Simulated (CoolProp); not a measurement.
Vapour-liquid equilibrium of n-hexane (1) + p-xylene (2) at 42.7 kPa; x and y are mole fractions of (1).

Computed with CoolProp (multi-fluid Helmholtz-energy mixture model, Thol 2019 and Zhou 2012; pair parameters Bell 2016).

```
x     bubble temperature (K)  y at the bubble point  dew temperature at overall composition x (K)  liquid density (mol/L)
----  ----------------------  ---------------------  --------------------------------------------  ----------------------
0.05                   371.0                  0.331                                         380.4                   7.431
0.15                   355.8                  0.647                                         377.3                   7.510
0.25                   346.0                  0.784                                         373.9                   7.544
0.35                   339.1                  0.856                                         370.2                   7.553
0.45                   333.9                  0.899                                         366.0                   7.547
0.55                   329.7                  0.929                                         361.2                   7.531
0.65                   326.2                  0.951                                         355.6                   7.508
0.75                   323.2                  0.968                                         348.7                   7.481
0.85                   320.5                  0.982                                         339.7                   7.450
0.95                   317.9                  0.994                                         326.3                   7.416
```

No azeotrope shows between x = 0.05 and 0.95.

Pair parameters are fitted to limited data, so mixtures are less certain than the pure fluids.
